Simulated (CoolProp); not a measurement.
A simple Rankine cycle with propylene: condensing at 295.15 K, boiler at 2.75 MPa, turbine inlet 377.4 K, turbine efficiency 0.85, pump efficiency 0.6, no recuperator. Each further row changes one setting.

Computed with CoolProp (reference Helmholtz-energy equation of state, Lemmon 2013).

| case | thermal efficiency (%) | net work (kJ/kg) | heat in (kJ/kg) | turbine exit temperature (K) | volume ratio over the turbine |
|---|---|---|---|---|---|
| as stated | … | 41.3 | 455 | 334.2 | 2.56 |
| turbine inlet 397.4 K | 9.2 | 45.9 | … | 355.7 | 2.52 |
| condensing temperature 287.15 K | 10.7 | 50.9 | 475 | 325.8 | 3.13 |
| boiler pressure 1.92 MPa | 6.0 | … | 476 | 352.4 | … |
| turbine efficiency 0.75 | 7.9 | 35.8 | 455 | … | 2.59 |

**Question.** Complete the blanks.

**Answer.** 
- as stated, thermal efficiency (%): 9.1
- turbine inlet 397.4 K, heat in (kJ/kg): 500
- boiler pressure 1.92 MPa, net work (kJ/kg): 28.6
- boiler pressure 1.92 MPa, volume ratio over the turbine: 1.76
- turbine efficiency 0.75, turbine exit temperature (K): 337.2
